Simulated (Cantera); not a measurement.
A Cantera script and its output.

```python
import numpy as np
import cantera as ct

gas = ct.Solution("h2o2.yaml")
gas.TPX = 973, 2666, {'H2': 0.21, 'O2': 1.8}
reactor = ct.IdealGasConstPressureReactor(gas, energy="off", clone=False)
net = ct.ReactorNet([reactor])
net.rtol, net.atol = 1e-08, 1e-18
show = ['H2', 'O2', 'HO2', 'OH', 'O', 'H2O2', 'H2O']
times = np.geomspace(0.0008, 200, 14)

steps = ct.SolutionArray(gas, extra=["t"])
rows = []
print(f"{'t/s':>10s}{'T/K':>9s}{'P/Pa':>11s}" + "".join(f"{s:>11s}" for s in show))
for t in times:
    while net.time < t:
        t_next = net.step()
        steps.append(gas.state, t=t_next)
    rows.append([np.interp(t, steps.t, y) for y in (steps.T, steps.P, *steps(*show).X.T)])
    print(f"{t:10.3e}{rows[-1][0]:9.1f}{rows[-1][1]:11.4g}" + "".join(f"{x:11.3e}" for x in rows[-1][2:]))
rate = np.gradient(steps.T, steps.t)
print("integrator steps:", len(steps.t))
if steps.T.max() > steps.T[0] + 200:
    print(f"time of steepest temperature rise: {steps.t[rate.argmax()]:.4e} s")
gas.TPX = 973, 2666, {'H2': 0.21, 'O2': 1.8}
gas.equilibrate("TP")
print(f"equilibrium (TP): T = {gas.T:.1f} K  " + "  ".join(f"{s} {gas[s].X[0]:.3e}" for s in show))
```

It prints:

```
       t/s      T/K       P/Pa         H2         O2        HO2         OH          O       H2O2        H2O
 8.000e-04    973.0       2666  1.045e-01  8.955e-01  1.926e-09  7.444e-09  1.833e-08  6.602e-13  4.048e-08
 2.081e-03    973.0       2666  1.037e-01  8.951e-01  8.947e-06  9.905e-05  2.401e-04  6.323e-09  5.510e-04
 5.414e-03    973.0       2666  3.261e-03  8.770e-01  2.339e-05  2.149e-03  9.520e-03  7.023e-07  1.010e-01
 1.409e-02    973.0       2666  3.597e-04  8.885e-01  1.073e-05  4.319e-04  1.024e-03  4.469e-07  1.095e-01
 3.664e-02    973.0       2666  5.729e-05  8.896e-01  3.314e-06  1.417e-04  1.336e-04  2.646e-07  1.101e-01
 9.533e-02    973.0       2666  9.574e-06  8.897e-01  8.518e-07  5.843e-05  2.198e-05  1.342e-07  1.102e-01
 2.480e-01    973.0       2666  1.399e-06  8.897e-01  2.085e-07  2.679e-05  4.446e-06  6.064e-08  1.102e-01
 6.452e-01    973.0       2666  1.830e-07  8.898e-01  5.543e-08  1.333e-05  1.091e-06  2.600e-08  1.102e-01
 1.678e+00    973.0       2666  3.081e-08  8.898e-01  1.677e-08  7.144e-06  3.152e-07  1.108e-08  1.102e-01
 4.366e+00    973.0       2666  8.045e-09  8.898e-01  5.643e-09  4.050e-06  1.020e-07  4.739e-09  1.102e-01
 1.136e+01    973.0       2666  2.549e-09  8.898e-01  2.060e-09  2.376e-06  3.525e-08  2.001e-09  1.102e-01
 2.955e+01    973.0       2666  8.741e-10  8.898e-01  8.552e-10  1.422e-06  1.266e-08  8.269e-10  1.102e-01
 7.688e+01    973.0       2666  3.138e-10  8.898e-01  4.849e-10  8.625e-07  4.669e-09  3.355e-10  1.102e-01
 2.000e+02    973.0       2666  1.176e-10  8.898e-01  4.501e-10  5.311e-07  1.773e-09  1.361e-10  1.102e-01
integrator steps: 2000
equilibrium (TP): T = 973.0 K  H2 2.754e-11  O2 8.898e-01  HO2 7.485e-10  OH 2.500e-07  O 3.935e-10  H2O2 3.352e-11  H2O 1.102e-01
```

Model: the H2/O2 subset of GRI-Mech 3.0, which has no nitrogen chemistry, integrated in Cantera. Radical loss at walls, strong at low pressure, is not modelled. The temperature is held fixed by assumption; the heat of reaction is taken as removed at once.
